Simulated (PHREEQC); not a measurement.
Solution (20 °C): 0.077 mol/kgw HF, 0.28 mol/kgw (NH4)2HPO4 and 6.1e-05 mol/kgw NaBF4. Closed to the air; pH follows from the charge balance.

The numbers come from PHREEQC with the ion-association model, phreeqc.dat.

### Question
The ionic strength comes out as 0.760 mol/kgw. What activity coefficients do BF(OH)3-, NaHPO4-, HPO4-2, H2PO4-, PO4-3 get?

### Answer
BF(OH)3- 0.76, NaHPO4- 0.67, HPO4-2 0.19, H2PO4- 0.67, PO4-3 0.014.

This is a speciation only: nothing precipitates in the calculation. Caution: at this ionic strength the ion-association model is outside its range; a Pitzer model would be the better tool where its parameters exist. Species that the database lacks are ignored. Real BF4- forms and hydrolyses slowly; the run takes it at equilibrium.
